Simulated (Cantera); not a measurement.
Cantera run:

```python
import numpy as np
import cantera as ct

gas_names = """
    N NO NO2 NO3 N2 N2O O O2 O3 Si SiN SiO SiO2 Si2 Si2N Si3
""".split()
cond_names = """
    Si(cr) Si(L) SiO2(Lqz) SiO2(hqz) SiO2(L) Si2N2O(s) Si3N4(a)
""".split()


# ... load() reads the species with a 1 bar reference pressure and builds the phases ...
atoms = {
    'Si': {'Si': 1},
    'N2O': {'N': 2, 'O': 1},
    'N2': {'N': 2},
}
top_T = {'Si2N2O(s)': 2100, 'Si3N4(a)': 2400}  # K; cautious upper limits of use, not melting points


# ... equilibrate(T, P, feed) seeds the gas with the atoms and calls Mixture.equilibrate('TP', solver="vcs", rtol=1e-11, max_steps=5000) ...
results = []
feed = {'Si': 1, 'N2O': 0.26, 'N2': 600}  # mol
for P in [0.1, 0.6, 3.6, 22, 130, 770, 4600, 28000, 170000, 1000000]:
    for T in [998, 1098, 1198, 1298, 1398, 1498, 1598, 1698, 1798, 1898, 1998, 2098]:
        mix = equilibrate(T, P, feed)
        results.append((T, P, feed, dict(zip(mix.species_names, mix.species_moles))))

for T, P, feed, n in results:
    print(f"{T:7g} {P:10.4g}  " + (" + ".join(c for c in cond_names if n.get(c, 0) > 1e-12) or "gas only"))
```

Output:

```
    998        0.1  Si2N2O(s) + Si3N4(a)
   1098        0.1  Si2N2O(s) + Si3N4(a)
   1198        0.1  Si2N2O(s) + Si3N4(a)
   1298        0.1  Si3N4(a)
   1398        0.1  Si(cr)
   1498        0.1  gas only
   1598        0.1  gas only
   1698        0.1  gas only
   1798        0.1  gas only
   1898        0.1  gas only
   1998        0.1  gas only
   2098        0.1  gas only
    998        0.6  Si2N2O(s) + Si3N4(a)
   1098        0.6  Si2N2O(s) + Si3N4(a)
   1198        0.6  Si2N2O(s) + Si3N4(a)
   1298        0.6  Si2N2O(s) + Si3N4(a)
   1398        0.6  Si3N4(a)
   1498        0.6  gas only
   1598        0.6  gas only
   1698        0.6  gas only
   1798        0.6  gas only
   1898        0.6  gas only
   1998        0.6  gas only
   2098        0.6  gas only
    998        3.6  Si2N2O(s) + Si3N4(a)
   1098        3.6  Si2N2O(s) + Si3N4(a)
   1198        3.6  Si2N2O(s) + Si3N4(a)
   1298        3.6  Si2N2O(s) + Si3N4(a)
   1398        3.6  Si3N4(a)
   1498        3.6  Si(cr)
   1598        3.6  gas only
   1698        3.6  gas only
   1798        3.6  gas only
   1898        3.6  gas only
   1998        3.6  gas only
   2098        3.6  gas only
    998         22  Si2N2O(s) + Si3N4(a)
   1098         22  Si2N2O(s) + Si3N4(a)
   1198         22  Si2N2O(s) + Si3N4(a)
   1298         22  Si2N2O(s) + Si3N4(a)
   1398         22  Si2N2O(s) + Si3N4(a)
   1498         22  Si3N4(a)
   1598         22  Si(cr)
   1698         22  gas only
   1798         22  gas only
   1898         22  gas only
   1998         22  gas only
   2098         22  gas only
    998        130  Si2N2O(s) + Si3N4(a)
   1098        130  Si2N2O(s) + Si3N4(a)
   1198        130  Si2N2O(s) + Si3N4(a)
   1298        130  Si2N2O(s) + Si3N4(a)
   1398        130  Si2N2O(s) + Si3N4(a)
   1498        130  Si2N2O(s) + Si3N4(a)
   1598        130  Si3N4(a)
   1698        130  Si(L)
   1798        130  gas only
   1898        130  gas only
   1998        130  gas only
   2098        130  gas only
    998        770  Si2N2O(s) + Si3N4(a)
   1098        770  Si2N2O(s) + Si3N4(a)
   1198        770  Si2N2O(s) + Si3N4(a)
   1298        770  Si2N2O(s) + Si3N4(a)
   1398        770  Si2N2O(s) + Si3N4(a)
   1498        770  Si2N2O(s) + Si3N4(a)
   1598        770  Si2N2O(s) + Si3N4(a)
   1698        770  Si3N4(a)
   1798        770  Si(L)
   1898        770  gas only
   1998        770  gas only
   2098        770  gas only
    998       4600  Si2N2O(s) + Si3N4(a)
   1098       4600  Si2N2O(s) + Si3N4(a)
   1198       4600  Si2N2O(s) + Si3N4(a)
   1298       4600  Si2N2O(s) + Si3N4(a)
   1398       4600  Si2N2O(s) + Si3N4(a)
   1498       4600  Si2N2O(s) + Si3N4(a)
   1598       4600  Si2N2O(s) + Si3N4(a)
   1698       4600  Si2N2O(s) + Si3N4(a)
   1798       4600  Si3N4(a)
   1898       4600  Si3N4(a)
   1998       4600  Si(L)
   2098       4600  gas only
    998    2.8e+04  Si2N2O(s) + Si3N4(a)
   1098    2.8e+04  Si2N2O(s) + Si3N4(a)
   1198    2.8e+04  Si2N2O(s) + Si3N4(a)
   1298    2.8e+04  Si2N2O(s) + Si3N4(a)
   1398    2.8e+04  Si2N2O(s) + Si3N4(a)
   1498    2.8e+04  Si2N2O(s) + Si3N4(a)
   1598    2.8e+04  Si2N2O(s) + Si3N4(a)
   1698    2.8e+04  Si2N2O(s) + Si3N4(a)
   1798    2.8e+04  Si2N2O(s) + Si3N4(a)
   1898    2.8e+04  Si3N4(a)
   1998    2.8e+04  Si3N4(a)
   2098    2.8e+04  Si(L)
    998    1.7e+05  Si2N2O(s) + Si3N4(a)
   1098    1.7e+05  Si2N2O(s) + Si3N4(a)
   1198    1.7e+05  Si2N2O(s) + Si3N4(a)
   1298    1.7e+05  Si2N2O(s) + Si3N4(a)
   1398    1.7e+05  Si2N2O(s) + Si3N4(a)
   1498    1.7e+05  Si2N2O(s) + Si3N4(a)
   1598    1.7e+05  Si2N2O(s) + Si3N4(a)
   1698    1.7e+05  Si2N2O(s) + Si3N4(a)
   1798    1.7e+05  Si2N2O(s) + Si3N4(a)
   1898    1.7e+05  Si2N2O(s) + Si3N4(a)
   1998    1.7e+05  Si3N4(a)
   2098    1.7e+05  Si3N4(a)
    998      1e+06  Si2N2O(s) + Si3N4(a)
   1098      1e+06  Si2N2O(s) + Si3N4(a)
   1198      1e+06  Si2N2O(s) + Si3N4(a)
   1298      1e+06  Si2N2O(s) + Si3N4(a)
   1398      1e+06  Si2N2O(s) + Si3N4(a)
   1498      1e+06  Si2N2O(s) + Si3N4(a)
   1598      1e+06  Si2N2O(s) + Si3N4(a)
   1698      1e+06  Si2N2O(s) + Si3N4(a)
   1798      1e+06  Si2N2O(s) + Si3N4(a)
   1898      1e+06  Si2N2O(s) + Si3N4(a)
   1998      1e+06  Si2N2O(s) + Si3N4(a)
   2098      1e+06  Si3N4(a)
```

Equilibrium computed with Cantera from the NASA thermochemical tables; the gas is ideal and each condensed phase is pure. Mutual solubility and eutectic melting of coexisting phases are not modelled.
